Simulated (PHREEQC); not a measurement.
Na2CO3 is added in steps, without added water, to 1 kg of water holding 0.009 mol HF, 0.0054 mol NiCl2 and 0.062 mol MnSO4, at 25 °C. The system is closed to oxygen. CO2 from the air is kept out. The run lets Rhodochrosite, Pyrochroite, Ni(OH)2, NiCO3, Ni4(OH)6SO4, Halite, Mirabilite, Morenosite, Nahcolite, Natron precipitate or redissolve, and no other solid.

Base run: PHREEQC, ion-association model, wateq4f.dat. Each further column changes one thing. The table gives pH.

| Na2CO3 added (mol) | base | temperature from 25 to 50 °C | HF from 0.009 to 0.0045 mol/kgw | NiCl2 replaced by CsCl at the same molality | no solid may form |
|---|---|---|---|---|---|
| 0 | 2.85 | 2.99 | 3.04 | 2.86 | 2.85 |
| 0.007417 | 4.92 | 4.80 | 5.08 | 4.92 | 6.16 |
| 0.01483 | 4.95 | 4.83 | 5.11 | 4.95 | ___ |
| 0.02225 | 4.99 | 4.87 | 5.15 | 4.99 | 7.82 |
| 0.02596 | 5.01 | 4.89 | 5.17 | 5.01 | 7.98 |
| 0.03338 | 5.05 | 4.94 | 5.23 | 5.06 | 8.22 |
| 0.04079 | 5.11 | 5.00 | 5.29 | 5.12 | 8.41 |
| 0.04821 | 5.19 | 5.08 | 5.38 | 5.19 | 8.58 |
| 0.05563 | 5.31 | 5.20 | ___ | 5.31 | 8.75 |
| 0.06304 | 5.54 | 5.44 | 5.89 | 5.55 | 8.92 |
| 0.06675 | 5.88 | 5.79 | 6.58 | 5.95 | 9.02 |
| 0.07417 | 7.08 | ___ | 7.71 | 9.26 | 9.25 |
| 0.08158 | 8.41 | 8.65 | 9.20 | 9.76 | 9.52 |
| 0.089 | 9.30 | 9.17 | 9.60 | 9.97 | 9.76 |

Question: Fill in the missing entries.

Answer: 
- 0.01483, no solid may form: 7.24
- 0.05563, HF from 0.009 to 0.0045 mol/kgw: 5.52
- 0.07417, temperature from 25 to 50 °C: 6.98

The database's nickel carbonate constants are estimates that later reviews lower a good deal. The database's Ni(OH)2 is the aged solid; a fresh precipitate is more soluble. Constants without temperature data keep their 25 °C values here.  In at least one series the solution becomes supersaturated in solids that the run did not let form, among them Rhodochrosite, Pyrochroite, Ni(OH)2. Solids allowed in the column 'NiCl2 replaced by CsCl at the same molality': Rhodochrosite, Pyrochroite, Halite, Mirabilite, Nahcolite, Natron.
